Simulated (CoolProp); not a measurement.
A Linde-Hampson liquefier for normal hydrogen: isothermal reversible compression at 290 K from 1 atm to 40 MPa, throttling to 1 atm, return gas leaving the recuperator 2 K below the feed. Each further row changes one setting.

Computed with CoolProp (reference Helmholtz-energy equation of state, Leachman 2009).

```tsv
case	compression work (kJ/kg of gas)
as stated	7450
high pressure 80 MPa	8590
warm-end temperature 320 K	8200
warm-end gap 7 K	7450
```
